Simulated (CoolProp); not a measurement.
The fluid at 505.75 K and 3.25 MPa is throttled through a valve to 2.06 MPa with no heat exchange. The same conditions are run with several fluids, on thermodynamics alone (safety and materials aside).

Model: reference Helmholtz-energy equation of state of each fluid (ethanol: Schroeder 2014; cis-2-butene: Lemmon 2005; oxygen: Schmidt 1985; ammonia: Gao 2020), in CoolProp.

### Question
Rank ethanol, cis-2-butene, oxygen, ammonia by temperature change (K), highest first.

### Answer
oxygen (-0.8), ammonia (-6.4), cis-2-butene (-8.1), ethanol (-15.0)

```json
[
 {"fluid": "ethanol", "final density (kg/m³)": "27.1"},
 {"fluid": "cis-2-butene", "final density (kg/m³)": "31.6"},
 {"fluid": "oxygen", "final density (kg/m³)": "15.6"},
 {"fluid": "ammonia", "final density (kg/m³)": "8.73"}
]
```

Above 300 K oxygen's equation is extrapolated.
